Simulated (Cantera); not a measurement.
Input: 1 mol CO2, 0.017 mol SO2, 0.076 mol O2, held at 2275 K and 29.0 Pa.

These are equilibrium values from Cantera (NASA tables, ideal gas, pure condensed phases), not measurements of a reactor. Candidate condensed phases: C, S; 22 gas species. Rates play no part.

Base state: CO 0.390, CO2 0.294, O2 0.193, O 0.111, SO2 0.00981, SO 0.00174, S 8.71e-5 (mole fractions); condensed: gas only.

### Question
What changes in the equilibrium state with this change: pressure from 29.0 Pa to 1.00 bar?

### Answer
```csv
species,before,after
CO2,0.294,0.871
O2,0.193,0.0829
CO,0.390,0.0300
O,0.111,0.00123
SO2,0.00981,0.0152
S,8.71e-5,9.13e-8
SO3,2.10e-7,1.25e-5
SO,0.00174,7.02e-5
```

### Question
What changes in the equilibrium state with this change: O2 from 0.076 to 0.77 mol?

### Answer
```tsv
species	before	after
O2	0.193	0.382
CO2	0.294	0.234
CO	0.390	0.220
O	0.111	0.156
S	8.71e-5	3.06e-5
SO	0.00174	0.000861
SO2	0.00981	0.00683
```
